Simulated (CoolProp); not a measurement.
Vapour-liquid equilibrium of propane (1) + R114 (2) at 318.5 K; x and y are mole fractions of (1).

Model: multi-fluid Helmholtz-energy mixture model, Lemmon 2009 and Platzer 1990; pair parameters Bell 2016, in CoolProp. This equation is an older, rougher fit; its heat capacities, sound speeds and derivatives of the liquid may be far off and weren't checked against measurements.

```tsv
x	bubble pressure, mixture model (MPa)	bubble pressure, Raoult's law (MPa)	y, mixture model	y, Raoult's law
0.05	(withheld)	0.4512	(withheld)	0.171
0.2	0.6708	0.6242	0.483	0.496
0.35	0.8505	0.7971	0.641	0.679
0.5	1.015	0.9700	0.747	0.797
0.65	1.172	1.143	0.830	0.879
0.8	1.329	1.316	(withheld)	0.940
0.95	1.491	1.489	0.975	0.987
```

### Question
Complete the blanks.

### Answer

- 0.05, bubble pressure, mixture model (MPa): 0.4678
- 0.05, y, mixture model: 0.181
- 0.8, y, mixture model: 0.903

The largest gap from Raoult's law is +7.5 % in bubble pressure, at x = 0.2. No azeotrope shows between x = 0.05 and 0.95.

Pair parameters are fitted to limited data, so mixtures are less certain than the pure fluids.
